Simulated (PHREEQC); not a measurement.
# Buffer (model solution)

Consider water at 48 °C with 1 mol KHCO3 and 0.11 mol Na2CO3 per kg of water. Closed to the air; pH follows from the charge balance.

Model: Pitzer model, pitzer.dat, run in PHREEQC.

No solid was allowed to form.

### Question
What pH does the model give?

### Answer
pH 8.47.

### Question
In which forms is C present?

### Answer
HCO3- 90 %, CO3-2 10 % of the C.

In brines, pH and single-ion activities rest on the MacInnes convention. Away from 25 °C the constants follow the database's enthalpies or fits; those with neither stay at their 25 °C values.
